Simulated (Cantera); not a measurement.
A Cantera script and what it prints.

```python
import numpy as np
import cantera as ct

gas_names = """
    H HBr
""".split()
cond_names = """
    MgBr2(s) MgBr2(L) Mg(cr) Mg(L)
""".split()


# ... load() reads the species with a 1 bar reference pressure and builds the phases ...
species = {s.name: s for s in load("nasa_gas.yaml", gas_names) + load("nasa_condensed.yaml", cond_names)}
# Each term lists the table entries of one substance; the one whose range holds T is used.
reactions = {
    '2 H(g) + MgBr2 = 2 HBr(g) + Mg':
        [(-2, ['H']), (-1, ['MgBr2(s)', 'MgBr2(L)']), (2, ['HBr']), (1, ['Mg(cr)', 'Mg(L)'])],
}


def pick(names, T):
    return next(species[n] for n in names if species[n].thermo.min_temp <= T <= species[n].thermo.max_temp)


results = []
for label, terms in reactions.items():
    print(label)
    print("     T/K   dH/kJ  dS/(J/K)   dG/kJ   log10 K")
    for T in [425, 500, 575, 650, 725, 800, 875]:
        used = [(nu, pick(names, T)) for nu, names in terms]
        dH = sum(nu * s.thermo.h(T) for nu, s in used) / 1e6
        dS = sum(nu * s.thermo.s(T) for nu, s in used) / 1e3
        dG = dH - T * dS / 1e3
        logK = -dG * 1e6 / (ct.gas_constant * T * np.log(10))
        results.append((label, T, dH, dS, dG, logK, [s.name for _, s in used]))
        print(f"{T:8g} {dH:8.1f} {dS:8.1f} {dG:8.1f} {logK:8.2f}")
```

It prints:

```
2 H(g) + MgBr2 = 2 HBr(g) + Mg
     T/K   dH/kJ  dS/(J/K)   dG/kJ   log10 K
     425     11.2     71.6    -19.3     2.37
     500      8.5     65.9    -24.4     2.55
     575      5.9     61.0    -29.2     2.65
     650      3.3     56.7    -33.6     2.70
     725      0.7     52.9    -37.7     2.71
     800     -1.9     49.6    -41.5     2.71
     875     -4.3     46.6    -45.1     2.69
```

Cantera with NASA thermochemical tables; ideal gases at 1 bar, condensed phases pure. Condensed species are held in their standard states even where they would react or evaporate.
